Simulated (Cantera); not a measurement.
A closed system holds: 1 mol BaF2, 0.9 mol H2O, 130 mol N2, at 9.10 Pa.

Equilibrium computed with Cantera from the NASA thermochemical tables; the gas is ideal and each condensed phase is pure. Candidate condensed phases: Ba, BaF2, BaO, Ba(OH)2, H2O; 45 gas species. Mutual solubility and eutectic melting of coexisting phases are not modelled. The numbers say what is thermodynamically allowed, not how fast it happens.

log p: log10 of the partial pressure in bar; n: condensed amount in mol.

```csv
T (K),log p N2,log p BaF2,log p H2O,log p HF,log p BaF,n BaF2(s),n BaO(s)
1223,-4.04,-7.39,-6.22,-7.31,-10.97,0.906,…
1273,-4.05,-6.76,-6.24,-7.04,-10.15,0.685,…
1323,-4.05,-6.21,-6.27,-6.80,-9.40,0,0.115
1373,-4.05,-6.21,-6.27,-6.82,-8.97,0,0.109
1423,-4.05,-6.21,-6.27,-6.84,-8.57,0,0.104
1473,-4.05,-6.21,-6.27,-6.85,-8.21,0,0.0967
1523,-4.05,-6.21,-6.27,-6.87,-7.87,0,…
1573,-4.05,-6.21,-6.28,-6.89,-7.55,0,…
1623,-4.05,-6.22,-6.29,-6.91,-7.26,0,…
```

Question: Some entries are withheld; supply them.

Answer: 
- 1223, n BaO(s): 0.0348
- 1273, n BaO(s): 0.0662
- 1523, n BaO(s): 0.0870
- 1573, n BaO(s): 0.0716
- 1623, n BaO(s): 0.0460
